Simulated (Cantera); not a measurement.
A closed system holds: 1 mol CaO, 1.5 mol F₂, 9.1 mol N₂, held at 3.70 Pa.

These are equilibrium values from Cantera (NASA tables, ideal gas, pure condensed phases), not measurements of a reactor. Candidate condensed phases: Ca, CaF₂, CaO; 22 gas species. Equilibrium is a limit: real reactors are often held back by kinetics, nucleation or transport. All values below are at 1073 K.

Base state: N₂ 0.858, F 0.0943, O₂ 0.0472, NO 3.27e-5 (mole fractions); condensed: CaF₂(s).

What changes in the equilibrium state with this change: F₂ from 1.5 to 14 mol?


```csv
species,before,after
F,0.0943,0.730
N₂,0.858,0.256
O₂,0.0472,0.0140
F₂,8.86e-6,0.000530
NO,3.27e-5,9.74e-6
"CaF₂(s), mol",1.000,1.000
```
